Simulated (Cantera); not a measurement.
A Cantera script and what it prints.

```python
import numpy as np
import cantera as ct

gas_names = """
    CL CLO CL2 Li LiCL LiN LiO LiON Li2 Li2CL2 Li2O Li2O2 Li3CL3 N NO NO2 NO3 N2 N2O O O2 O3
""".split()
cond_names = """
    Li(cr) Li(L) LiCL(s) LiCL(L) Li2O(s) Li2O(L) Li3N(s)
""".split()


# ... load() reads the species with a 1 bar reference pressure and builds the phases ...
atoms = {
    'LiCl': {'Li': 1, 'CL': 1},
    'N2': {'N': 2},
    'O2': {'O': 2},
}
top_T = {'Li3N(s)': 1080}  # K; cautious upper limits of use, not melting points


# ... equilibrate(T, P, feed) seeds the gas with the atoms and calls Mixture.equilibrate('TP', solver="vcs", rtol=1e-11, max_steps=5000) ...
results = []
feed = {'LiCl': 1, 'N2': 91, 'O2': 7.9}  # mol
T = 1000  # K
P = 45  # Pa
mix = equilibrate(T, P, feed)
results.append((T, P, feed, dict(zip(mix.species_names, mix.species_moles))))
x = sorted(zip(gas.X, gas.species_names), reverse=True)
print(f"T = {T:g} K  P = {P:g} Pa  gas = {mix.phase_moles(0):.4g} mol")
print("   x: " + "  ".join(f"{s} {v:.3e}" for v, s in x if v > 1e-05))
print("   condensed (mol): " + ("  ".join(f"{mix.phase(i).name} {mix.phase_moles(i):.4g}"
      for i in range(1, mix.n_phases) if mix.phase_moles(i) > 1e-12) or "none"))
```

Output:

```
T = 1000 K  P = 45 Pa  gas = 99.87 mol
   x: N2 9.112e-01  O2 7.909e-02  LiCL 9.449e-03  Li2CL2 2.813e-04  NO 2.064e-05
   condensed (mol): Li2O(s) 6.036e-07
```

Method: chemical equilibrium by Gibbs-energy minimisation in Cantera with the NASA 1993 tables (ideal gas, pure condensed phases).
